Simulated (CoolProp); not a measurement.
Vapour-liquid equilibrium of R1234ze(E) (1) + n-pentane (2) at 2.48 bar; x and y are mole fractions of (1).

Values from CoolProp's multi-fluid Helmholtz-energy mixture model, Thol 2016 and Thol 2019; pair parameters Bell 2016.

Q: Give the bubble temperature and the first vapour's composition at x = 0.15, 0.65, 0.95. Is there an azeotrope?

A: x = 0.15: 30.5 °C, y = 0.689; x = 0.65: 8.6 °C, y = 0.909; x = 0.95: 4.5 °C, y = 0.977. No azeotrope shows between x = 0.05 and 0.95.

Pair parameters are fitted to limited data, so mixtures are less certain than the pure fluids. With so large a gap from Raoult's law the liquid may split in two, which this calculation doesn't test in full.
